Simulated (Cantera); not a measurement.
Input (Python, Cantera) and output of one run.

```python
import numpy as np
import cantera as ct

gas_names = """
    Hg N NO NO2 NO3 N2 N2O O O2 O3
""".split()
cond_names = """
    Hg(cr) Hg(L) HgO(s)
""".split()


def load(file, names, dense=False):
    # The tables refer to 1 bar. Condensed volumes are neglected.
    table = {s.name: s for s in ct.Species.list_from_file(file)}
    out = []
    for n in names:
        d = dict(table[n].input_data)
        d["thermo"] = dict(d["thermo"], **{"reference-pressure": 1e5})
        if dense:
            d["equation-of-state"] = {"model": "constant-volume", "density": "1e6 g/cm^3"}
        out.append(ct.Species.from_dict(d))
    return out


gas = ct.Solution(thermo="ideal-gas", species=load("nasa_gas.yaml", gas_names))
cond = {s.name: ct.Solution(thermo="fixed-stoichiometry", species=[s], name=s.name)
        for s in load("nasa_condensed.yaml", cond_names, dense=True)}
atoms = {
    'HgO': {'Hg': 1, 'O': 1},
    'O2': {'O': 2},
    'N2': {'N': 2},
}
top_T = {}  # K; cautious upper limits of use, not melting points


def equilibrate(T, P, feed):
    n = {}
    for name, mol in feed.items():
        for a, k in atoms[name].items():
            n[a] = n.get(a, 0.0) + k * mol
    gas.TPX = T, P, n
    mass = sum(n.values()) * gas.mean_molecular_weight
    gas.equilibrate("TP")
    valid = [c for c in cond.values() if c.min_temp <= T <= top_T.get(c.name, c.max_temp)]
    mix = ct.Mixture([(gas, mass / gas.mean_molecular_weight)] + [(c, 0.0) for c in valid])
    mix.T, mix.P = T, P
    mix.equilibrate("TP", solver="vcs", rtol=1e-11, max_steps=5000)
    return mix


results = []
feed = {'HgO': 1, 'O2': 2.7, 'N2': 1.8}  # mol
for P in [10, 52, 270, 1400, 7200, 37000, 190000, 1000000]:
    for T in [550, 625, 700, 775, 850, 925, 1000, 1075, 1150, 1225, 1300, 1375, 1450]:
        mix = equilibrate(T, P, feed)
        results.append((T, P, feed, dict(zip(mix.species_names, mix.species_moles))))

for T, P, feed, n in results:
    print(f"{T:7g} {P:10.4g}  " + (" + ".join(c for c in cond_names if n.get(c, 0) > 1e-12) or "gas only"))
```

Result:

```
    550         10  gas only
    625         10  gas only
    700         10  gas only
    775         10  gas only
    850         10  gas only
    925         10  gas only
   1000         10  gas only
   1075         10  gas only
   1150         10  gas only
   1225         10  gas only
   1300         10  gas only
   1375         10  gas only
   1450         10  gas only
    550         52  gas only
    625         52  gas only
    700         52  gas only
    775         52  gas only
    850         52  gas only
    925         52  gas only
   1000         52  gas only
   1075         52  gas only
   1150         52  gas only
   1225         52  gas only
   1300         52  gas only
   1375         52  gas only
   1450         52  gas only
    550        270  gas only
    625        270  gas only
    700        270  gas only
    775        270  gas only
    850        270  gas only
    925        270  gas only
   1000        270  gas only
   1075        270  gas only
   1150        270  gas only
   1225        270  gas only
   1300        270  gas only
   1375        270  gas only
   1450        270  gas only
    550       1400  HgO(s)
    625       1400  gas only
    700       1400  gas only
    775       1400  gas only
    850       1400  gas only
    925       1400  gas only
   1000       1400  gas only
   1075       1400  gas only
   1150       1400  gas only
   1225       1400  gas only
   1300       1400  gas only
   1375       1400  gas only
   1450       1400  gas only
    550       7200  HgO(s)
    625       7200  gas only
    700       7200  gas only
    775       7200  gas only
    850       7200  gas only
    925       7200  gas only
   1000       7200  gas only
   1075       7200  gas only
   1150       7200  gas only
   1225       7200  gas only
   1300       7200  gas only
   1375       7200  gas only
   1450       7200  gas only
    550    3.7e+04  HgO(s)
    625    3.7e+04  HgO(s)
    700    3.7e+04  gas only
    775    3.7e+04  gas only
    850    3.7e+04  gas only
    925    3.7e+04  gas only
   1000    3.7e+04  gas only
   1075    3.7e+04  gas only
   1150    3.7e+04  gas only
   1225    3.7e+04  gas only
   1300    3.7e+04  gas only
   1375    3.7e+04  gas only
   1450    3.7e+04  gas only
    550    1.9e+05  HgO(s)
    625    1.9e+05  HgO(s)
    700    1.9e+05  HgO(s)
    775    1.9e+05  gas only
    850    1.9e+05  gas only
    925    1.9e+05  gas only
   1000    1.9e+05  gas only
   1075    1.9e+05  gas only
   1150    1.9e+05  gas only
   1225    1.9e+05  gas only
   1300    1.9e+05  gas only
   1375    1.9e+05  gas only
   1450    1.9e+05  gas only
    550      1e+06  HgO(s)
    625      1e+06  HgO(s)
    700      1e+06  HgO(s)
    775      1e+06  HgO(s)
    850      1e+06  gas only
    925      1e+06  gas only
   1000      1e+06  gas only
   1075      1e+06  gas only
   1150      1e+06  gas only
   1225      1e+06  gas only
   1300      1e+06  gas only
   1375      1e+06  gas only
   1450      1e+06  gas only
```

Method: chemical equilibrium by Gibbs-energy minimisation in Cantera with the NASA 1993 tables (ideal gas, pure condensed phases).
